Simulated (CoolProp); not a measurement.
Vapour-liquid equilibrium of R114 (1) + n-hexane (2) at 0.317 MPa; x and y are mole fractions of (1).

Values from CoolProp's multi-fluid Helmholtz-energy mixture model, Platzer 1990 and Thol 2019; pair parameters Bell 2016. This equation is an older, rougher fit; its heat capacities, sound speeds and derivatives of the liquid may be far off and weren't checked against measurements.

Question: Give the bubble temperature and the first vapour's composition at x = 0.35, 0.45, 0.95. Is there an azeotrope?

Answer: x = 0.35: 335.9 K, y = 0.798; x = 0.45: 330.0 K, y = 0.851; x = 0.95: 312.4 K, y = 0.988. No azeotrope shows between x = 0.05 and 0.95.

Pair parameters are fitted to limited data, so mixtures are less certain than the pure fluids.
